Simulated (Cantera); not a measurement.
## Low-pressure radical oxidation in H2/O2

A perfectly stirred reactor is fed with 10.6 % H2, 75.8 % O2, 13.6 % N2, at 0.0180 bar; it is held at 1375 K, and followed from long to short residence time.

Model: GRI-Mech 3.0 (53 species, 325 reactions), integrated in Cantera. Radical loss at walls, strong at low pressure, is not modelled. The temperature is held fixed by assumption; the heat of reaction is taken as removed at once.

```tsv
τ (s)	x H2	x O2	x NO	x H2O2	x NO2
5.1	0.000109	0.742	1.70e-7	4.53e-8	4.00e-11
2.1	0.000195	0.741	1.56e-7	6.07e-8	2.77e-11
0.86	0.000344	0.739	1.72e-7	7.95e-8	2.22e-11
0.36	0.000593	0.736	2.24e-7	1.00e-7	2.05e-11
0.15	0.00100	0.731	3.14e-7	1.22e-7	2.02e-11
0.060	0.00166	0.723	4.30e-7	1.43e-7	1.94e-11
0.025	0.00254	0.712	4.92e-7	1.56e-7	1.65e-11
0.010	0.00370	0.700	4.25e-7	1.64e-7	1.13e-11
0.0041	0.00523	0.692	2.70e-7	1.72e-7	6.11e-12
0.0017	0.00787	0.690	1.35e-7	1.87e-7	2.67e-12
0.00070	0.0134	0.692	5.49e-8	2.13e-7	<1e-12
```
x: mole fraction; the columns are a selection and need not sum to one.
